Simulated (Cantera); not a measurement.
Predominance diagram of Ca at 750 K against the partial pressures of O₂ and H₂O (log10, bar). Source: NASA polynomial tables (part measured, part estimated), evaluated in Cantera. Candidates: Ca(s), CaO(s), Ca(OH)₂(s). Only these pure phases compete in this equilibrium. 

```
log p(H₂O) \ log p(O₂)
        columns: -25, -23.7, -22.4, -21.1, -19.7, -18.4, -17.1, -15.8, -14.5, -13.2, -11.8, -10.5, -9.2, -7.9, -6.6, -5.3, -3.9, -2.6, -1.3, 0
      1  A A A A A A A A A A A A A A A A A A A A
     -2  B B B B B B B B B B B B B B B B B B B B
     -5  B B B B B B B B B B B B B B B B B B B B
     -8  B B B B B B B B B B B B B B B B B B B B
    -11  B B B B B B B B B B B B B B B B B B B B
    -14  B B B B B B B B B B B B B B B B B B B B
    -17  B B B B B B B B B B B B B B B B B B B B
    -20  B B B B B B B B B B B B B B B B B B B B
    -23  B B B B B B B B B B B B B B B B B B B B
    -26  B B B B B B B B B B B B B B B B B B B B
    -29  B B B B B B B B B B B B B B B B B B B B
```

A: Ca(OH)₂(s); B: CaO(s).
